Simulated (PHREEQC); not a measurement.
0.2 mol of Jarosite-K (KFe3(SO4)2(OH)6) is brought to equilibrium with 1 kg of water, at 25 °C under several pressures of CO2. O2 is buffered at 0.21 atm. Names ending in (a), (am) or -a are amorphous solids. Only these solids could form: Jarosite-K, Fe(OH)3(a).

Computed with PHREEQC (ion-association model, phreeqc.dat).

```
log pCO2 (atm)    pH  dissolved K (mol/kgw)  dissolved Fe (mol/kgw)  dissolved S (mol/kgw)  Fe(OH)3(a) (mol)  CO2 (mol/kgw)
--------------  ----  ---------------------  ----------------------  ---------------------  ----------------  -------------
-5              3.89                5.78e-5                 3.12e-5               0.000116          0.000142        3.40e-7
-4.5            3.89                5.78e-5                 3.12e-5               0.000116          0.000142        1.08e-6
-4              3.89                5.78e-5                 3.12e-5               0.000116          0.000142        3.40e-6
-3.5            3.89                5.78e-5                 3.12e-5               0.000116          0.000142        1.08e-5
-3              3.89                5.78e-5                 3.13e-5               0.000116          0.000142        3.40e-5
-2.5            3.89                5.77e-5                 3.13e-5               0.000115          0.000142       0.000108
-2              3.89                5.76e-5                 3.14e-5               0.000115          0.000141       0.000340
-1.5            3.89                5.72e-5                 3.17e-5               0.000114          0.000140        0.00108
-1              3.88                5.60e-5                 3.26e-5               0.000112          0.000135        0.00340
-0.5            3.85                5.27e-5                 3.54e-5               0.000105          0.000123         0.0107
0               3.78                4.53e-5                 4.36e-5                9.06e-5           9.23e-5         0.0338
```
